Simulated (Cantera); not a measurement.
## Adiabatic ignition

An adiabatic, constant-pressure homogeneous reactor starts with 6.10 % CH3OH, 6.10 % O2, 67.1 % N2, 20.7 % H2O, equivalence ratio 1.5, at 1450 K and 7500 Torr.

Cantera simulation using GRI-Mech 3.0 (53 species, 325 reactions); the numbers are that mechanism's predictions, not measurements. GRI-Mech 3.0 was tuned for natural gas; its chemistry of methanol as a main component is partial and can be far from experiment.

| t (s) | T (K) | x CH3OH | x O2 | x H2O | x H | x NO | x CH4 | x C2H4 |
|---|---|---|---|---|---|---|---|---|
| 8.00e-6 | 1450 | 0.0607 | 0.0608 | 0.207 | 3.08e-7 | <1e-12 | 1.67e-5 | 9.13e-9 |
| 3.44e-5 | 1475 | 0.0433 | 0.0532 | 0.215 | 1.93e-5 | 1.61e-11 | 4.86e-5 | 5.87e-8 |
| 0.000148 | 2040 | <1e-12 | 9.57e-6 | 0.274 | 0.000325 | 3.75e-6 | 5.87e-12 | <1e-12 |
| 0.000635 | 2042 | <1e-12 | 9.77e-7 | 0.275 | 0.000131 | 3.69e-6 | 1.04e-11 | <1e-12 |
| 0.00273 | 2043 | <1e-12 | 9.41e-7 | 0.275 | 0.000130 | 3.73e-6 | 1.19e-11 | <1e-12 |
| 0.0117 | 2042 | <1e-12 | 9.41e-7 | 0.275 | 0.000130 | 4.20e-6 | 1.19e-11 | <1e-12 |
| 0.0504 | 2042 | <1e-12 | 9.41e-7 | 0.275 | 0.000130 | 6.15e-6 | 1.19e-11 | <1e-12 |
| 0.217 | 2042 | <1e-12 | 9.40e-7 | 0.275 | 0.000130 | 1.22e-5 | 1.19e-11 | <1e-12 |
| 0.931 | 2042 | <1e-12 | 9.39e-7 | 0.275 | 0.000130 | 1.63e-5 | 1.19e-11 | <1e-12 |
| 4.00 | 2042 | <1e-12 | 9.39e-7 | 0.275 | 0.000130 | 1.63e-5 | 1.19e-11 | <1e-12 |
x: mole fraction; the columns are a selection and need not sum to one.

The time of steepest temperature rise is 48.7 µs and the temperature at 4.00 s is 2042 K. The equilibrium temperature comes out as 2042 K. The x(CH3OH) at 4.00 s is <1e-12 (gas-phase equilibrium <1e-12). The x(O2) at 4.00 s is 9.39e-7 (gas-phase equilibrium 9.39e-7) and the x(H2O) at 4.00 s comes out as 0.275 (gas-phase equilibrium 0.275).
